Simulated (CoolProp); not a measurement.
Model: reference Helmholtz-energy equation of state, Wu 2012, in CoolProp.

Q: Give the vapour pressure (kPa), liquid density (kg/m³), enthalpy of vaporisation (kJ/kg), vapour Z of saturated fluoroethane (R161) at 57.65 °C.

A: 
```csv
T (°C),p (kPa),liquid density (kg/m³),enthalpy of vaporisation (kJ/kg),vapour Z
57.65,2060,629,273,0.708
```
